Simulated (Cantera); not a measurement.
Cantera run, input and output.

```python
import numpy as np
import cantera as ct

surf = ct.Interface("diamond.yaml", "diamond_100")
gas, bulk = surf.adjacent["gas"], surf.adjacent["diamond"]
k = surf.kinetics_species_index(bulk.species_names[0])
cover = ["c6HH", "c6H*", "c6*H", "c6**", "c6HM", "c6B"]

rows, drift = [], 0.0
print(f"{'xH':>10s}{'um/h':>11s}" + "".join(f"{s:>11s}" for s in cover))
for v in [0.0001, 0.00024, 0.00057, 0.0014, 0.0033, 0.0078, 0.019, 0.045, 0.11]:
    T, P, xH, xCH3 = 973, 16000, v, 0.00021
    gas.TPX = T, P, {"H": xH, "CH3": xCH3, "CH4": 0.0034, "H2": 1 - xH - xCH3 - 0.0034}
    surf.TP = bulk.TP = T, P
    surf.coverages = "c6H*:0.1, c6HH:0.9"
    surf.advance_coverages(100.0)
    before = surf.coverages
    surf.advance_coverages(100.0)
    drift = max(drift, np.max(np.abs(surf.coverages - before) / (surf.coverages + 1e-9)))
    rate = surf.net_production_rates[k] * bulk.mean_molecular_weight / bulk.density * 3.6e9
    rows.append([rate, *surf[cover].coverages])
    print(f"{v:10.4g}{rate:11.4e}" + "".join(f"{x:11.3e}" for x in rows[-1][1:]))
```

Result:

```
        xH       um/h       c6HH       c6H*       c6*H       c6**       c6HM        c6B
    0.0001 4.5758e+00  3.264e-01  7.340e-03  1.625e-01  1.727e-03  3.768e-01  1.242e-08
   0.00024 7.7787e+00  4.114e-01  9.958e-03  2.204e-01  3.401e-03  2.661e-01  2.111e-08
   0.00057 1.0983e+01  4.963e-01  1.245e-02  2.753e-01  5.225e-03  1.579e-01  2.980e-08
    0.0014 1.3381e+01  5.594e-01  1.428e-02  3.153e-01  6.645e-03  7.827e-02  3.631e-08
    0.0033 1.4656e+01  5.926e-01  1.529e-02  3.362e-01  7.416e-03  3.635e-02  3.977e-08
    0.0078 1.5287e+01  6.087e-01  1.589e-02  3.462e-01  7.809e-03  1.604e-02  4.148e-08
     0.019 1.5605e+01  6.161e-01  1.647e-02  3.505e-01  8.029e-03  6.716e-03  4.235e-08
     0.045 1.5812e+01  6.191e-01  1.739e-02  3.515e-01  8.211e-03  2.869e-03  4.291e-08
      0.11 1.6123e+01  6.202e-01  1.947e-02  3.502e-01  8.513e-03  1.193e-03  4.375e-08
```

Cantera simulation using the Harris–Goodwin 1993 mechanism for the reconstructed diamond (100) surface; the numbers are that mechanism's predictions, not measurements.
